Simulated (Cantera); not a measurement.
Charge: 1 mol SiCl4, 2.7 mol H2, held at 750 K and 0.100 bar.

Equilibrium computed with Cantera from the NASA thermochemical tables; the gas is ideal and each condensed phase is pure. Candidate condensed phases: Si; 19 gas species. The numbers say what is thermodynamically allowed, not how fast it happens.

### Question
What is the equilibrium state?

### Answer
```
Item                                 Result
--------------------------------  ---------
x(H2)                                 0.720
x(SiCl4)                              0.261
x(HCl)                              0.00925
x(SiHCl3)                           0.00920
x(SiH2Cl2)                          2.38e-5
x(SiCl3)                            8.09e-6
gas amount                        3.700 mol
log10 activity of Si(s) (absent)      -3.35
```
